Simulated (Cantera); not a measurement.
An isothermal, constant-pressure homogeneous reactor starts with H₂ : O₂ = 0.16 : 1 (molar parts), equivalence ratio 0.080, at 1225 K and 0.00840 bar.

Cantera simulation using GRI-Mech 3.0 (53 species, 325 reactions); the numbers are that mechanism's predictions, not measurements. Radical loss at walls, strong at low pressure, is not modelled. The temperature is held fixed by assumption; the heat of reaction is taken as removed at once.

x: mole fraction; the columns are a selection and need not sum to one.

```json
[
 {"t (s)": "0.000900", "x H₂": "0.138", "x O₂": "0.862", "x H₂O": "2.32e-5", "x O": "1.11e-5", "x H": "1.21e-5", "x HO₂": "(withheld)", "x OH": "7.13e-6"},
 {"t (s)": "0.00212", "x H₂": "0.0361", "x O₂": "0.799", "x H₂O": "0.0764", "x O": "0.0372", "x H": "0.0385", "x HO₂": "3.82e-6", "x OH": "0.0125"},
 {"t (s)": "0.00499", "x H₂": "0.00477", "x O₂": "0.775", "x H₂O": "0.112", "x O": "0.0635", "x H": "0.0366", "x HO₂": "4.11e-6", "x OH": "0.00812"},
 {"t (s)": "0.0117", "x H₂": "0.00424", "x O₂": "0.787", "x H₂O": "0.117", "x O": "0.0546", "x H": "0.0294", "x HO₂": "4.18e-6", "x OH": "0.00770"},
 {"t (s)": "0.0277", "x H₂": "0.00314", "x O₂": "0.807", "x H₂O": "0.128", "x O": "0.0382", "x H": "0.0175", "x HO₂": "4.20e-6", "x OH": "0.00671"},
 {"t (s)": "0.0651", "x H₂": "0.00153", "x O₂": "0.831", "x H₂O": "0.139", "x O": "0.0177", "x H": "0.00555", "x HO₂": "(withheld)", "x OH": "0.00474"},
 {"t (s)": "0.153", "x H₂": "0.000414", "x O₂": "0.846", "x H₂O": "0.146", "x O": "0.00466", "x H": "0.000751", "x HO₂": "(withheld)", "x OH": "0.00248"},
 {"t (s)": "0.361", "x H₂": "7.94e-5", "x O₂": "0.851", "x H₂O": "0.147", "x O": "0.000890", "x H": "6.27e-5", "x HO₂": "(withheld)", "x OH": "0.00109"},
 {"t (s)": "0.850", "x H₂": "1.58e-5", "x O₂": "0.851", "x H₂O": "0.148", "x O": "0.000178", "x H": "5.61e-6", "x HO₂": "(withheld)", "x OH": "0.000488"},
 {"t (s)": "2.00", "x H₂": "3.80e-6", "x O₂": "0.852", "x H₂O": "0.148", "x O": "4.30e-5", "x H": "6.66e-7", "x HO₂": "(withheld)", "x OH": "0.000240"}
]
```

Q: What belongs in the gaps?

A: 
- 0.000900, x HO₂: 1.26e-7
- 0.0651, x HO₂: 3.77e-6
- 0.153, x HO₂: 2.42e-6
- 0.361, x HO₂: 9.53e-7
- 0.850, x HO₂: 2.83e-7
- 2.00, x HO₂: 8.41e-8
